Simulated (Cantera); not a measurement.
Feed: 1 mol K₂SO₄, 0.31 mol H₂O, 9.2 mol H₂, at 1.00 bar.

Method: chemical equilibrium by Gibbs-energy minimisation in Cantera with the NASA 1993 tables (ideal gas, pure condensed phases). Candidate condensed phases: H₂O, H₂SO₄, K, KOH, KO₂, K₂O, K₂O₂, K₂S, K₂SO₄, S; 26 gas species. Kinetics and transport are ignored.

Question: At 1573 K, list the 6 most abundant gas species with their mole fractions, and the condensed phases.

Answer: H₂ 0.521, H₂O 0.402, KOH 0.0353, H₂S 0.0248, K 0.0162, S₂ 0.000337. Condensed: K₂S(l).
